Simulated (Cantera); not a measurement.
Equilibrium for silicon nitride deposition: SiH4 + N2 + H2

Charge: 1 mol SiH4, 0.93 mol N2, 28 mol H2, at 13.3 mbar.

Cantera equilibrium calculation (NASA polynomials, part measured and part estimated; ideal gas, pure solids and liquids). Candidate condensed phases: Si, Si3N4; 18 gas species. N2 is the only nitrogen source here; it is nearly inert below about 1500 K, so the nitride shown seldom forms there in practice. The tables' values for SiN are old estimates; treat these amounts as uncertain. Gases not in the tables: Si2H6 and higher silanes. Rates play no part.

```tsv
T (K)	x H2	x N2	x H	x Si	x SiH	x SiH2	x Si2	n Si3N4(s)	n Si(s)	n Si(l)
725	0.991	0.00870	<1e-12	<1e-12	<1e-12	<1e-12	<1e-12	0.333	0	0
825	0.991	0.00870	6.84e-11	<1e-12	<1e-12	<1e-12	<1e-12	0.333	0	0
925	0.991	0.00870	2.25e-9	<1e-12	<1e-12	<1e-12	<1e-12	0.333	0	0
1025	0.991	0.00870	3.76e-8	<1e-12	<1e-12	<1e-12	<1e-12	0.333	0	0
1125	0.991	0.00870	3.83e-7	<1e-12	<1e-12	1.76e-12	<1e-12	0.333	0	0
1225	0.991	0.00870	2.69e-6	1.69e-12	2.49e-12	1.26e-10	<1e-12	0.333	0	0
1325	0.991	0.00870	1.41e-5	2.87e-10	2.40e-10	4.69e-9	<1e-12	0.333	0	0
1425	0.991	0.00870	5.88e-5	2.36e-8	1.20e-8	1.05e-7	3.35e-12	0.333	0	0
1525	0.991	0.00870	0.000204	1.08e-6	3.59e-7	1.55e-6	1.25e-9	0.333	0	0
1625	0.969	0.0301	0.000602	1.22e-5	2.77e-6	6.41e-6	3.55e-8	0	0.999	0
1725	0.968	0.0300	0.00158	7.61e-5	1.24e-5	1.67e-5	3.63e-7	0	0	0.997
1825	0.966	0.0300	0.00375	0.000341	4.11e-5	3.44e-5	2.22e-6	0	0	0.987
1925	0.960	0.0299	0.00811	0.00131	0.000120	6.54e-5	1.12e-5	0	0	0.952
2025	0.949	0.0297	0.0162	0.00437	0.000314	0.000116	4.80e-5	0	0	0.843
```
x: gas mole fraction; n: condensed amount in mol.

From 725 K to 1525 K the condensed part is Si3N4(s). At 1625 K the condensed part is Si(s). From 1725 K to 2025 K the condensed part is Si(l).
